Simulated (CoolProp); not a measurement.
Vapour-liquid equilibrium of R134a (1) + R227EA (2) at 0.152 MPa; x and y are mole fractions of (1).

Model: multi-fluid Helmholtz-energy mixture model, Tillner-Roth 1994 and Lemmon 2016; pair parameters Bell 2016, in CoolProp.

Give the bubble temperature and the first vapour's composition at x = 0.05, 0.65, 0.8. Is there an azeotrope?

x = 0.05: 265.7 K, y = 0.081; x = 0.65: 258.6 K, y = 0.726; x = 0.8: 257.5 K, y = 0.843. No azeotrope shows between x = 0.05 and 0.95.

The pair parameters rest on a limited set of measurements; away from them the model extrapolates.
